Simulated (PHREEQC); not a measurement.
0.18 g of hydrous ferric oxide (600 m²/g; 0.2 weak and 0.005 strong sites per Fe, Dzombak-Morel constants, diffuse double layer) in 1 kg of water with 0.3 mol/kgw of an inert sodium salt, at 25 °C; the pH is set by adding NaOH or the inert anion's acid. O2 is buffered at 0.21 atm. No CO2 enters from the air. Precipitation was switched off in this run.

All values are PHREEQC results (ion-association model, wateq4f.dat), not measurements.

```csv
pH,surface charge σ (C/m²),surface potential ψ (mV)
4,0.349,123
4.5,0.318,118
5,(withheld),110
5.5,0.210,98
6,(withheld),83
6.5,0.106,65
7,0.066,(withheld)
7.5,0.034,26
8,0.006,5
8.5,-0.021,(withheld)
9,(withheld),-38
9.5,-0.087,-57
10,-0.132,-75
```

**Question.** Fill in the missing entries.

**Answer.** 
- 5, surface charge σ (C/m²): 0.269
- 6, surface charge σ (C/m²): 0.154
- 7, surface potential ψ (mV): 46
- 8.5, surface potential ψ (mV): -17
- 9, surface charge σ (C/m²): -0.051

Complexes and solids missing from the database can't appear.
